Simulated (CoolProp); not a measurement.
Aqueous potassium acetate as a coolant, 18 % by mass, freezing at -9.6 °C, 1 atm.

Model: Melinder's fits for secondary coolants, in CoolProp.

```tsv
T (°C)	viscosity (mPa s)	density (kg/m³)	conductivity (W/(m K))	cp (kJ/(kg K))
-8.4	3.79	1099	0.497	3.530
3.4	2.49	[?]	[?]	3.548
15.1	[?]	[?]	0.531	3.565
26.9	1.35	1088	0.548	3.582
38.7	[?]	1083	0.564	3.596
```

Complete the blanks.


- 3.4, density (kg/m³): 1096
- 3.4, conductivity (W/(m K)): 0.514
- 15.1, viscosity (mPa s): 1.78
- 15.1, density (kg/m³): 1092
- 38.7, viscosity (mPa s): 1.06
